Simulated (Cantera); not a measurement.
Input: 1 mol SiHCl₃, 0.032 mol HCl, 75 mol N₂, at 1330 Pa.

These are equilibrium values from Cantera (NASA tables, ideal gas, pure condensed phases), not measurements of a reactor. Candidate condensed phases: NH₄Cl, Si, Si₃N₄; 28 gas species. N₂ is the only nitrogen source here; it is nearly inert below about 1500 K, so the nitride shown seldom forms there in practice. Equilibrium is a limit: real reactors are often held back by kinetics, nucleation or transport.

Task: What share of the Si ends up in condensed phases as a function of T (K), at 1050, 1100, 1150, 1200, 1250, 1300, 1350, 1400, 1450?

Result: 
| T (K) | Si condensed (%) | as |
|---|---|---|
| 1050 | 48.1 | Si₃N₄(s) |
| 1100 | 48.1 | Si₃N₄(s) |
| 1150 | 47.9 | Si₃N₄(s) |
| 1200 | 47.2 | Si₃N₄(s) |
| 1250 | 45.4 | Si₃N₄(s) |
| 1300 | 41.6 | Si₃N₄(s) |
| 1350 | 34.3 | Si₃N₄(s) |
| 1400 | 23.2 | Si₃N₄(s) |
| 1450 | 11.0 | Si₃N₄(s) |
